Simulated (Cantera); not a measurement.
Charge: 1 mol CCl4, 2.3 mol F2, at 2.10 Pa.

Equilibrium computed with Cantera from the NASA thermochemical tables; the gas is ideal and each condensed phase is pure. Candidate condensed phases: C; 27 gas species. Equilibrium is a limit: real reactors are often held back by kinetics, nucleation or transport.

Question: At 2123 K, list the 4 most abundant gas species with their mole fractions, and the condensed phases.

Answer: F 0.511, Cl 0.471, CF2 0.0137, CF 0.00419. Condensed: C(graphite).
